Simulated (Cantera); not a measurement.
What does this Cantera script print?

```python
import numpy as np
import cantera as ct

gas_names = """
    H HO2 H2 H2O H2O2 O OH O2 O3 V VO VO2
""".split()
cond_names = """
    H2O(s) H2O(L) V(cr) V(L) VO(s) VO(L) V2O3(s) V2O3(L) V2O4(I) V2O4(II) V2O4(L) V2O5(s) V2O5(L)
""".split()


# ... load() reads the species with a 1 bar reference pressure and builds the phases ...
atoms = {
    'V2O5': {'V': 2, 'O': 5},
    'H2': {'H': 2},
}
top_T = {}  # K; cautious upper limits of use, not melting points


# ... equilibrate(T, P, feed) seeds the gas with the atoms and calls Mixture.equilibrate('TP', solver="vcs", rtol=1e-11, max_steps=5000) ...
results = []
feed = {'V2O5': 1, 'H2': 0.47}  # mol
P = 10000  # Pa
for T in [1575, 1675, 1775, 1875, 1975, 2075, 2175]:
    mix = equilibrate(T, P, feed)
    results.append((T, P, feed, dict(zip(mix.species_names, mix.species_moles))))

top = {s: max(r[3][s] / sum(r[3][g] for g in gas_names) for r in results) for s in gas_names}
cols = sorted((s for s in top if top[s] > 0.001), key=lambda s: -top[s])[:5]
seen = [c for c in cond_names if any(r[3].get(c, 0) > 1e-12 for r in results)]
print("log10 of partial pressures in bar; condensed amounts in mol")
print(f"{'T/K':>10s}" + "".join(f"{s[:9]:>10s}" for s in cols + seen))
for T, P, feed, n in results:
    ng = sum(n[g] for g in gas_names)
    print(f"{T:10.4g}" + "".join(f"{np.log10(max(n[s] / ng * P / 1e5, 1e-99)):10.3f}" for s in cols)
          + "".join(f"{n.get(c, 0):10.4g}" for c in seen))
```

Output:

```
log10 of partial pressures in bar; condensed amounts in mol
       T/K       H2O        O2       VO2        OH         O  V2O4(II)   V2O4(L)
      1575    -1.195    -1.443    -6.284    -4.125    -5.692         1         0
      1675    -1.195    -1.444    -5.404    -3.803    -5.188         1         0
      1775    -1.196    -1.444    -4.629    -3.518    -4.741    0.9999         0
      1875    -1.198    -1.446    -3.992    -3.263    -4.342         0    0.9996
      1975    -1.201    -1.449    -3.460    -3.036    -3.983         0    0.9987
      2075    -1.208    -1.455    -2.986    -2.833    -3.661         0    0.9961
      2175    -1.221    -1.467    -2.561    -2.655    -3.371         0    0.9895
```

These are equilibrium values from Cantera (NASA tables, ideal gas, pure condensed phases), not measurements of a reactor. Condensed phases not in the tables: the oxides between V2O3 and V2O5 other than VO2.
